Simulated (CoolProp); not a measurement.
Carbon monoxide along the isotherm -138.15 °C: density (kg/m³) from the reference equation and from simpler models built on Tc = -140.3 °C, pc = 3.498 MPa, ω = 0.050; each cubic takes its own stable root.

Computed with CoolProp (reference Helmholtz-energy equation of state, Lemmon 2006). It is a short technical equation, of lower accuracy than the large ones.

```json
[
 {"p (MPa)": "0.0166", "phase": "gas", "reference": "0.4149", "ideal gas": "0.4142", "Redlich-Kwong": "0.4149", "Soave-Redlich-Kwong": "0.4149", "Peng-Robinson": "0.4150"},
 {"p (MPa)": "0.028", "phase": "gas", "reference": "0.7005", "ideal gas": "0.6987", "Redlich-Kwong": "0.7006", "Soave-Redlich-Kwong": "0.7005", "Peng-Robinson": "0.7008"},
 {"p (MPa)": "0.0473", "phase": "gas", "reference": "1.185", "ideal gas": "1.180", "Redlich-Kwong": "1.186", "Soave-Redlich-Kwong": "1.186", "Peng-Robinson": "1.186"},
 {"p (MPa)": "0.0798", "phase": "gas", "reference": "2.006", "ideal gas": "1.991", "Redlich-Kwong": "2.006", "Soave-Redlich-Kwong": "2.006", "Peng-Robinson": "2.008"},
 {"p (MPa)": "0.135", "phase": "gas", "reference": "3.411", "ideal gas": "3.369", "Redlich-Kwong": "3.412", "Soave-Redlich-Kwong": "3.412", "Peng-Robinson": "3.417"},
 {"p (MPa)": "0.227", "phase": "gas", "reference": "5.786", "ideal gas": "5.665", "Redlich-Kwong": "5.788", "Soave-Redlich-Kwong": "5.788", "Peng-Robinson": "5.803"},
 {"p (MPa)": "0.383", "phase": "gas", "reference": "9.911", "ideal gas": "9.558", "Redlich-Kwong": "9.919", "Soave-Redlich-Kwong": "9.918", "Peng-Robinson": "9.961"},
 {"p (MPa)": "0.647", "phase": "gas", "reference": "17.20", "ideal gas": "16.15", "Redlich-Kwong": "17.22", "Soave-Redlich-Kwong": "17.22", "Peng-Robinson": "17.35"},
 {"p (MPa)": "1.09", "phase": "gas", "reference": "30.45", "ideal gas": "27.20", "Redlich-Kwong": "30.52", "Soave-Redlich-Kwong": "30.51", "Peng-Robinson": "30.91"},
 {"p (MPa)": "1.84", "phase": "gas", "reference": "56.85", "ideal gas": "45.92", "Redlich-Kwong": "57.06", "Soave-Redlich-Kwong": "57.04", "Peng-Robinson": "58.37"},
 {"p (MPa)": "3.11", "phase": "gas", "reference": "126.9", "ideal gas": "77.61", "Redlich-Kwong": "127.5", "Soave-Redlich-Kwong": "127.2", "Peng-Robinson": "133.3"},
 {"p (MPa)": "5.25", "phase": "supercritical", "reference": "480.6", "ideal gas": "131.0", "Redlich-Kwong": "434.1", "Soave-Redlich-Kwong": "433.0", "Peng-Robinson": "478.0"}
]
```
